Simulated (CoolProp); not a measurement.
Vapour-liquid equilibrium of R134a (1) + R124 (2) at 242.1 K; x and y are mole fractions of (1).

Computed with CoolProp (multi-fluid Helmholtz-energy mixture model, Tillner-Roth 1994 and de Vries 1995; pair parameters Bell 2016).

Problem. Give the bubble pressure and the first vapour's composition at x = 0.425, 0.8, 0.875. Is there an azeotrope?

Solution. x = 0.425: 61.90 kPa, y = 0.590; x = 0.8: 74.63 kPa, y = 0.867; x = 0.875: 76.82 kPa, y = 0.917. No azeotrope shows between x = 0.05 and 0.95.

Pair parameters are fitted to limited data, so mixtures are less certain than the pure fluids.
